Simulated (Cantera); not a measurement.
An isothermal, constant-pressure homogeneous reactor starts with H2 : O2 : H2O = 0.035 : 1 : 0.0017 (molar parts), at 1300 K and 1.28 Torr.

Computed with Cantera and the H2/O2 subset of GRI-Mech 3.0, which has no nitrogen chemistry. Radical loss at walls, strong at low pressure, is not modelled. The temperature is held fixed by assumption; the heat of reaction is taken as removed at once.

x: mole fraction; the columns are a selection and need not sum to one.

```tsv
t (s)	x H2	x O2	x OH	x H2O	x O	x H
0.000600	0.0338	0.965	8.37e-9	0.00164	9.37e-9	6.70e-9
0.00258	0.0338	0.965	?	0.00164	?	?
0.0111	0.0332	0.964	0.000244	0.00207	0.000327	9.90e-5
0.0477	0.000434	0.935	0.00335	0.0315	0.0261	0.00352
0.205	0.000421	0.936	0.00330	0.0317	0.0253	0.00335
0.881	0.000373	0.939	0.00311	0.0322	0.0221	0.00275
3.79	0.000230	0.949	0.00246	0.0336	0.0132	0.00128
16.3	?	0.960	?	0.0352	?	?
70.0	5.50e-6	0.964	0.000383	0.0358	0.000301	4.50e-6
```

### Question
Some entries are withheld; supply them.

### Answer

- 0.00258, x OH: 1.21e-7
- 0.00258, x O: 1.57e-7
- 0.00258, x H: 5.19e-8
- 16.3, x H2: 5.59e-5
- 16.3, x OH: 0.00122
- 16.3, x O: 0.00310
- 16.3, x H: 0.000148
